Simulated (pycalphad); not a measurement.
An equivalent pycalphad script:

```python
from pycalphad import Database, equilibrium, calculate, variables as v
import numpy as np
db = Database('COST507.tdb')
comps = ['SI', 'Y', 'VA']
phases = ['BCC_A2', 'DIAMOND_A4', 'HCP_A3', 'LIQUID', 'SI2Y_H', 'SI2Y_R', 'SI3Y5', 'SI4Y5', 'SI5Y3_H', 'SI5Y3_R', 'SIY']
eq = equilibrium(db, comps, phases, {v.X('Y'): 0.834, v.T: np.arange(2450, 499, -75), v.P: 101325, v.N: 1}, output=['HM', 'SM'])
```

CALPHAD calculation (pycalphad, COST 507 light-alloy database (1999)), 1 atm. The database dates from 1999; later assessments differ in places, in temperatures and in the compounds included. Phase fractions are per mole of atoms. Kinetics are ignored, which matters at the lower temperatures.

Results at three of the temperatures:

```
T = 1550.00 K, P = 101325 Pa, N = 1 mol of atoms
G = -124712 J/mol, H = 20439 J/mol, S = 93.65 J/(mol K)  (SER reference)
chemical potentials (J/mol): Si -215995, Y -106543
phase             fraction      x(Si)       x(Y)
LIQUID              0.7376     0.0917     0.9083
SI3Y5               0.2624     0.3750     0.6250
```

```
T = 1400.00 K, P = 101325 Pa, N = 1 mol of atoms
G = -112207 J/mol, H = 39 J/mol, S = 80.18 J/(mol K)  (SER reference)
chemical potentials (J/mol): Si -211755, Y -92393
phase             fraction      x(Si)       x(Y)
HCP_A3              0.5573   5.77e-12     1.0000
SI3Y5               0.4427     0.3750     0.6250
```

```
T = 800.00 K, P = 101325 Pa, N = 1 mol of atoms
G = -68965 J/mol, H = -18775 J/mol, S = 62.74 J/(mol K)  (SER reference)
chemical potentials (J/mol): Si -197209, Y -43439
phase             fraction      x(Si)       x(Y)
HCP_A3              0.5573      1e-14     1.0000
SI3Y5               0.4427     0.3750     0.6250
```

Changes of the phase set, refined by bisection:

| T (°C) | phases above | phases below |
|---|---|---|
| 1573.0 | LIQUID | LIQUID + SI3Y5 |
| 1254.8 | LIQUID + SI3Y5 | HCP_A3 + SI3Y5 |

Database names, with the compositions (at.%) that they take in these runs: SI3Y5: Y 62 Si 37. HCP_A3 is hcp.
